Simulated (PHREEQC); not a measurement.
Consider water at 25 °C with 0.0045 mol/kgw HF, 0.15 mol/kgw KF and 0.0014 mol/kgw H2SO4. Closed to the air; pH follows from the charge balance.

Model: ion-association model, phreeqc.dat, run in PHREEQC.

Each row changes one thing in this solution. No solid was allowed to form.

```csv
case,pH,ionic strength (mol/kgw),F- (mol/kgw),HF (mol/kgw),HF2- (mol/kgw),SO4-2 (mol/kgw)
as made,4.51,0.151,0.145,0.00468,0.00258,0.00105
KF from 0.15 to 0.75 mol/kgw,5.45,0.750,0.742,0.00198,0.00532,0.000759
H2SO4 from 0.0014 to 0.00126 mol/kgw,4.53,0.151,0.145,0.00449,0.00249,0.000948
HF from 0.0045 to 0.0225 mol/kgw,3.95,0.151,0.139,0.0164,0.00871,0.00105
KF left out,2.50,0.00449,0.000831,0.00365,1.16e-5,0.00112
diluted 2-fold with water,4.47,0.0755,0.0728,0.00282,0.000788,0.000578
```

The ionic strength passes 0.7 mol/kgw, the rough limit of the ion-association models, in KF from 0.15 to 0.75 mol/kgw.
